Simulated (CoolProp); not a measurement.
A single-stage vapour-compression cycle with dimethyl ether: evaporating at 221.15 K (dew point), condensing at 263.15 K (bubble point), superheat 8 K, subcooling 8 K, compressor efficiency 0.75, no pressure losses. Each further row changes one setting.

The numbers come from the reference Helmholtz-energy equation of state, Wu 2011 in CoolProp.

| case | cooling COP | pressure ratio | discharge temperature (K) | refrigerating effect (kJ/kg) | volumetric capacity (kJ/m³) |
|---|---|---|---|---|---|
| as stated | … | 7.08 | 320.5 | 430 | 275 |
| evaporating temperature 226.15 K | … | … | 312.9 | … | 361 |
| condensing temperature 258.15 K | 4.08 | 5.83 | 311.0 | 441 | 282 |
| subcooling 13 K | 3.62 | 7.08 | 320.5 | 441 | 282 |
| superheat 18 K | 3.49 | 7.08 | … | … | 271 |
| compressor efficiency 0.65 | 3.06 | 7.08 | … | 430 | 275 |

Q: What belongs in the gaps?

A: 
- as stated, cooling COP: 3.53
- evaporating temperature 226.15 K, cooling COP: 4.18
- evaporating temperature 226.15 K, pressure ratio: 5.37
- evaporating temperature 226.15 K, refrigerating effect (kJ/kg): 436
- superheat 18 K, discharge temperature (K): 332.1
- superheat 18 K, refrigerating effect (kJ/kg): 443
- compressor efficiency 0.65, discharge temperature (K): 332.5
